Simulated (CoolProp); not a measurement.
The fluid at 454.26 K and 1.27 MPa flows at 7.2 m/s in a round tube of 2 mm bore and 1.5 µm roughness, fully developed (64/Re and Nu = 3.66 if laminar; Colebrook and Gnielinski if turbulent). The same conditions are run with several fluids, on thermodynamics alone (safety and materials aside).

Values from CoolProp's reference Helmholtz-energy equation of state of each fluid (oxygen: Schmidt 1985; R11: Jacobsen 1992; propylene: Lemmon 2013; methane: Setzmann 1991; R123: Younglove 1994).

Problem. Rank oxygen, R11, propylene, methane, R123 by Reynolds number, highest first.

Solution. R123 (52700), R11 (48000), propylene (16100), oxygen (5410), methane (4900)

```csv
fluid,Darcy friction factor,pressure drop (Pa/m),heat-transfer coefficient (W/(m² K)),mass flow (kg/h)
oxygen,0.0374,5210,343,0.875
R11,0.0235,16000,899,4.27
propylene,0.0287,5530,898,1.21
methane,0.0384,2690,493,0.440
R123,0.0231,17800,1240,4.84
```

Above 300 K oxygen's equation is extrapolated.

Transport values come from each fluid's own correlations; those of R11, propylene are estimates that may be off by 10 % or more.
